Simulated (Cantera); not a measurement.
Feed: 1 mol PbO, 0.23 mol CO, 0.19 mol H₂, 1.6 mol O₂, equilibrated at 1330 Pa.

Equilibrium computed with Cantera from the NASA thermochemical tables; the gas is ideal and each condensed phase is pure. Candidate condensed phases: C, C₆H₆, C₇H₈, C₈H₁₈, H₂O, Pb, PbO, PbO₂, Pb₃O₄; 113 gas species. Gases not in the tables: (PbO)n polymers. Kinetics and transport are ignored.

**Question.** At 1002 °C, list the 4 most abundant gas species with their mole fractions, and the condensed phases.

**Answer.** O₂ 0.751, CO₂ 0.124, H₂O 0.103, PbO 0.0217. Condensed: PbO(l).
